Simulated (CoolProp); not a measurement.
C3F8 (R218) along the isotherm 390.4 K: Z from the reference equation and from simpler models built on Tc = 345.0 K, pc = 2640 kPa, ω = 0.317; each cubic takes its own stable root.

The numbers come from the reference Helmholtz-energy equation of state, Lemmon 2006 in CoolProp. It is a short technical equation, of lower accuracy than the large ones.

| p (kPa) | phase | reference |
|---|---|---|
| 660 | gas | 0.9455 |
| 1320 | gas | 0.8862 |
| 1980 | gas | 0.8213 |
| 2640 | gas | 0.7508 |
| 3300 | supercritical | 0.6761 |
| 3960 | supercritical | 0.6021 |
| 4620 | supercritical | 0.5386 |
| 5280 | supercritical | 0.4972 |
| 5940 | supercritical | 0.4818 |
| 6600 | supercritical | 0.4846 |

Q: How far does each simpler model (van der Waals, Redlich-Kwong, Soave-Redlich-Kwong, Peng-Robinson) lie from the reference over these 10 states: mean and median of the absolute difference, and the worst?

A: 
- van der Waals: mean 5.8 %, median 3.9 %, worst -14.6 % at 390.4 K and 3960 kPa
- Redlich-Kwong: mean 3.2 %, median 2.6 %, worst -7.2 % at 390.4 K and 4620 kPa
- Soave-Redlich-Kwong: mean 5.1 %, median 3.7 %, worst +12.1 % at 390.4 K and 6600 kPa
- Peng-Robinson: mean 2.3 %, median 2.1 %, worst +4.3 % at 390.4 K and 5940 kPa
